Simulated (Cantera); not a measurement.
**NO annealing gas**

An isothermal, constant-pressure homogeneous reactor starts with NO : N2 = 1 : 1.7 (molar parts), at 1550 K and 25000 Pa.

Computed with Cantera and GRI-Mech 3.0 (53 species, 325 reactions).

| t (s) | x NO | x O2 | x O | x N2O | x NO2 | x N2 |
|---|---|---|---|---|---|---|
| 8.00e-5 | 0.370 | 1.43e-11 | 3.93e-8 | 4.70e-8 | 7.82e-9 | 0.630 |
| 0.000248 | 0.370 | 1.12e-10 | 8.65e-8 | 1.45e-7 | 5.94e-8 | 0.630 |
| 0.000767 | 0.370 | 7.02e-10 | 1.25e-7 | 4.49e-7 | 3.28e-7 | 0.630 |
| 0.00237 | 0.370 | 3.94e-9 | 1.38e-7 | 1.38e-6 | 1.28e-6 | 0.630 |
| 0.00734 | 0.370 | 2.85e-8 | 1.70e-7 | 4.13e-6 | 4.31e-6 | 0.630 |
| 0.0227 | 0.370 | 3.25e-7 | 2.69e-7 | 1.16e-5 | 1.43e-5 | 0.630 |
| 0.0704 | 0.370 | 5.49e-6 | 5.31e-7 | 2.74e-5 | 4.42e-5 | 0.630 |
| 0.218 | 0.370 | 6.63e-5 | 8.17e-7 | 4.34e-5 | 8.13e-5 | 0.630 |
| 0.674 | 0.370 | 0.000331 | 8.89e-7 | 4.61e-5 | 9.01e-5 | 0.630 |
| 2.09 | 0.368 | 0.00116 | 1.00e-6 | 4.57e-5 | 0.000103 | 0.631 |
| 6.46 | 0.363 | 0.00368 | 1.29e-6 | 4.43e-5 | 0.000135 | 0.633 |
| 20.0 | 0.348 | 0.0111 | 1.88e-6 | 4.05e-5 | 0.000196 | 0.641 |
x: mole fraction; the columns are a selection and need not sum to one.

Equilibrium at this temperature and pressure: NO 0.00148, O2 0.184, O 6.76e-6, N2O 4.56e-8, NO2 3.20e-6, N2 0.814 (gas phase only).
